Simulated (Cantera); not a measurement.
A Cantera script and what it prints.

```python
import numpy as np
import cantera as ct

gas_names = """
    CL CL2 H HCL H2 N NH NH2 NH3 N2 N2H2 N2H4 Si SiCL SiCL2 SiCL3 SiCL4 SiH SiHCL3 SiH2 SiH2CL2 SiH3
    SiH3CL SiH4 SiN Si2 Si2N Si3
""".split()
cond_names = """
    NH4CL(a) NH4CL(b) Si(cr) Si(L) Si3N4(a)
""".split()


# ... load() reads the species with a 1 bar reference pressure and builds the phases ...
atoms = {
    'SiH2Cl2': {'Si': 1, 'H': 2, 'CL': 2},
    'Cl2': {'CL': 2},
    'N2': {'N': 2},
}
top_T = {'Si3N4(a)': 2400}  # K; cautious upper limits of use, not melting points


# ... equilibrate(T, P, feed) seeds the gas with the atoms and calls Mixture.equilibrate('TP', solver="vcs", rtol=1e-11, max_steps=5000) ...
results = []
T = 1475  # K
P = 3800  # Pa
for m in [9.1, 27, 45, 62, 80, 98, 120, 130, 150, 170, 190, 200]:
    feed = {'SiH2Cl2': 1, 'Cl2': 0.38, 'N2': m}  # mol
    mix = equilibrate(T, P, feed)
    results.append((T, P, feed, dict(zip(mix.species_names, mix.species_moles))))

top = {s: max(r[3][s] / sum(r[3][g] for g in gas_names) for r in results) for s in gas_names}
cols = sorted((s for s in top if top[s] > 1e-05), key=lambda s: -top[s])[:8]
seen = [c for c in cond_names if any(r[3].get(c, 0) > 1e-12 for r in results)]
print("log10 of partial pressures in bar; condensed amounts in mol")
print(f"{'n(N2)':>10s}" + "".join(f"{s[:9]:>10s}" for s in cols + seen))
for T, P, feed, n in results:
    ng = sum(n[g] for g in gas_names)
    print(f"{feed['N2']:10.4g}" + "".join(f"{np.log10(max(n[s] / ng * P / 1e5, 1e-99)):10.3f}" for s in cols)
          + "".join(f"{n.get(c, 0):10.4g}" for c in seen))
```

It prints:

```
log10 of partial pressures in bar; condensed amounts in mol
     n(N2)        N2       HCL        H2     SiCL2     SiCL4     SiCL3    SiHCL3        CL  Si3N4(a)
       9.1    -1.517    -2.306    -3.000    -3.130    -3.275    -3.469    -4.993    -5.784     0.178
        27    -1.455    -2.697    -3.507    -3.447    -3.867    -3.923    -5.701    -5.922    0.1776
        45    -1.442    -2.897    -3.755    -3.608    -4.180    -4.160    -6.062    -5.998    0.1759
        62    -1.436    -3.026    -3.911    -3.713    -4.387    -4.316    -6.296    -6.049    0.1745
        80    -1.432    -3.129    -4.034    -3.799    -4.558    -4.444    -6.486    -6.091    0.1733
        98    -1.430    -3.213    -4.132    -3.870    -4.696    -4.549    -6.640    -6.125    0.1723
       120    -1.428    -3.297    -4.230    -3.941    -4.838    -4.655    -6.795    -6.160    0.1713
       130    -1.428    -3.330    -4.268    -3.969    -4.894    -4.698    -6.857    -6.174     0.171
       150    -1.427    -3.390    -4.337    -4.021    -4.997    -4.775    -6.968    -6.200    0.1703
       170    -1.426    -3.442    -4.396    -4.066    -5.087    -4.843    -7.066    -6.222    0.1697
       190    -1.425    -3.489    -4.449    -4.107    -5.168    -4.904    -7.153    -6.242    0.1692
       200    -1.425    -3.510    -4.474    -4.126    -5.206    -4.932    -7.194    -6.252    0.1689
```

Method: chemical equilibrium by Gibbs-energy minimisation in Cantera with the NASA 1993 tables (ideal gas, pure condensed phases). N2 is the only nitrogen source here; it is nearly inert below about 1500 K, so the nitride shown seldom forms there in practice. The tables' values for SiCl3 are old estimates; treat these amounts as uncertain.
